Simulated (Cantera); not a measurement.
A closed system holds: 1 mol SiH4, 0.014 mol C2H4, 200 mol H2, equilibrated at 1875 K and 0.00140 bar.

Method: chemical equilibrium by Gibbs-energy minimisation in Cantera with the NASA 1993 tables (ideal gas, pure condensed phases). Candidate condensed phases: C, C6H6, C7H8, C8H18, Si, SiC; 87 gas species. Gases not in the tables: Si2H6 and higher silanes. Kinetics and transport are ignored.

Base state: H2 0.978, H 0.0173, Si 0.00444, SiH 0.000152, Si2C 6.90e-5, SiH2 3.33e-5, Si2 2.28e-5 (mole fractions); condensed: SiC(s).

Problem. What changes in the equilibrium state with this change: temperature from 1875 K to 2375 K?

Solution. 
```csv
species,before,after
H2,0.978,0.684
H,0.0173,0.312
Si,0.00444,0.00411
Si2C,6.90e-5,8.12e-7
Si2,2.28e-5,2.92e-7
C2H2 (acetylene),7.38e-7,4.72e-5
"SiC(s), mol",0.0135,0
```

Problem. What changes in the equilibrium state with this change: temperature from 1875 K to 1525 K?

Solution. 
```json
[
 {"species": "H2", "before": "0.978", "after": "0.999"},
 {"species": "H", "before": "0.0173", "after": "0.000632"},
 {"species": "Si", "before": "0.00444", "after": "1.35e-5"},
 {"species": "Si2C", "before": "6.90e-5", "after": "2.49e-8"},
 {"species": "Si2", "before": "2.28e-5", "after": "2.05e-8"},
 {"species": "SiH", "before": "0.000152", "after": "1.46e-6"},
 {"species": "SiH2", "before": "3.33e-5", "after": "2.05e-6"},
 {"species": "SiC(s), mol", "before": "0.0135", "after": "0.0280"},
 {"species": "Si(s), mol", "before": "0", "after": "0.969"}
]
```
Mutual solubility and eutectic melting of coexisting phases are not modelled.
